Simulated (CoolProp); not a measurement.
Saturated liquid density (kg/m³) of R134a: the reference equation beside estimates from Tc = 101.1 °C, pc = 40.59 bar, ω = 0.327. Rackett uses Z = 0.29056 − 0.08775 ω.

Model: reference Helmholtz-energy equation of state, Tillner-Roth 1994, in CoolProp.

```
T (°C)  reference  Rackett  van der Waals  Soave-Redlich-Kwong  Peng-Robinson
------  ---------  -------  -------------  -------------------  -------------
-67.05       1494     1476          847.1                 1297           1461
-56.45       1464     1447          832.1                 1275           1437
-45.85       1435     1418          816.4                 1251           1412
-35.35       1404     1388          800.2                 1226           1385
-24.75       1373     1356          783.0                 1198           1355
-14.15       1340     1324          765.0                 1169           1323
-3.55        1306     1290          746.0                 1137           1288
6.95         1271     1254          726.1                 1103           1250
17.55        1234     1217          704.7                 1065           1208
28.15        1195     1177          681.8                 1023           1162
38.75        1152     1134          657.0                977.7           1110
49.25        1106     1089          630.1                927.2           1052
59.85        1054     1037          600.0                869.5          985.9
70.45       993.5    978.8          565.6                802.7          908.3
```

Absolute difference from the reference over all 14 rows, mean and median: Rackett 1.3 and 1.3 %, van der Waals 43.0 and 43.0 %, Soave-Redlich-Kwong 14.2 and 13.2 %, Peng-Robinson 2.9 and 2.0 %.
